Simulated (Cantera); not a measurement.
A freely propagating, adiabatic, planar premixed flame of H2 : O2 : N2 = 1 : 0.208 : 0.783 (molar parts), equivalence ratio 2.4, unburnt at 300 K and 21000 Pa; mixture-averaged transport, grid criteria slope 0.08 and curve 0.16, no radiation.

Cantera simulation using the H2/O2 subset of GRI-Mech 3.0, which has no nitrogen chemistry; the numbers are that mechanism's predictions, not measurements. Burning velocities carry a grid error of a few per cent, more on coarse grids.

**Question.** Predict: laminar burning velocity; thermal thickness; peak x(H2O2); peak x(H); peak x(O); peak x(HO2).

**Answer.** 
```json
{
 "laminar_burning_velocity": "239 cm/s",
 "thermal_thickness": "2.70 mm",
 "peak x(H2O2)": "5.38e-5",
 "peak x(H)": "0.0867",
 "peak x(O)": "0.00227",
 "peak x(HO2)": "0.000164"
}
```
